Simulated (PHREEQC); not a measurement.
Dissolve 0.01 mol/kgw H2SO4, 0.00086 mol/kgw CuSO4 and 0.01 mol/kgw MnSO4 at 25 °C. Closed to the air; pH follows from the charge balance.

Computed with PHREEQC (ion-association model, wateq4f.dat).

```tsv
quantity	before	after
ionic strength (mol/kgw)	0.0466	0.0258
SO4-2 (mol/kgw)	0.0108	0.00641
Mn+2 (mol/kgw)	0.00696	0.00370
HSO4- (mol/kgw)	0.00677	0.00260
MnSO4 (mol/kgw)	0.00304	0.00130
SI of Pyrochroite (Mn(OH)2)	-13.78	-13.51
```

What was changed between the two runs?
A) 0.00031 mol/kgw HNO3 added
B) diluted 100-fold with water
C) CuSO4 left out
D) CuSO4 from 0.00086 to 0.000774 mol/kgw
E) diluted 2-fold with water

E, diluted 2-fold with water

No solid was allowed to form.
